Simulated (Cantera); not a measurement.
What does this Cantera script print?

```python
import numpy as np
import cantera as ct

gas = ct.Solution("gri30.yaml")


def delay(T, t_max=10):
    gas.TPX = T, 240000, {'H2': 1, 'O2': 0.333, 'N2': 1.25}
    reactor = ct.IdealGasConstPressureReactor(gas, clone=False)
    net = ct.ReactorNet([reactor])
    net.rtol, net.atol = 1e-8, 1e-16
    while net.time < t_max:
        t_old, T_old = net.time, reactor.T
        net.step()
        if reactor.T > T + 400:  # ignition: a rise of 400 K
            return t_old + (T + 400 - T_old) / (reactor.T - T_old) * (net.time - t_old)
    return np.nan


taus = []
for T in [1175, 1250, 1325, 1400, 1475]:
    taus.append(delay(T))
    print(f"T0 = {T:6g} K   tau = {taus[-1]:.4e} s")

# d ln(tau) / d ln(k), from doubling and halving each rate constant
T, sens = 1325, []
for i in range(gas.n_reactions):
    gas.set_multiplier(2.0, i)
    up = delay(T)
    gas.set_multiplier(0.5, i)
    down = delay(T)
    gas.set_multiplier(1.0, i)
    sens.append((np.log(up / down) / np.log(4.0), gas.reaction(i).equation))
sens.sort(key=lambda x: -abs(x[0]))
print(f"sensitivities at {T} K")
for s, eq in sens[:10]:
    print(f"{s:8.3f}  {eq}")
```

It prints:

```
T0 =   1175 K   tau = 2.7920e-05 s
T0 =   1250 K   tau = 1.6757e-05 s
T0 =   1325 K   tau = 1.1510e-05 s
T0 =   1400 K   tau = 8.5566e-06 s
T0 =   1475 K   tau = 6.7438e-06 s
sensitivities at 1325 K
  -0.785  H + O2 <=> O + OH
  -0.128  H2 + O <=> H + OH
  -0.061  H2 + OH <=> H + H2O
  -0.053  H + HO2 <=> H2 + O2
   0.045  H + O2 + M <=> HO2 + M
   0.033  H + O2 + N2 <=> HO2 + N2
  -0.023  H + O2 + H2O <=> HO2 + H2O
  -0.020  H + HO2 <=> 2 OH
   0.007  H + O2 + O2 <=> HO2 + O2
  -0.006  H + OH + M <=> H2O + M
```

Model: GRI-Mech 3.0 (53 species, 325 reactions), integrated in Cantera. The hydrogen kinetics of GRI-Mech 3.0 are dated; newer H2 mechanisms differ, most at raised pressure.
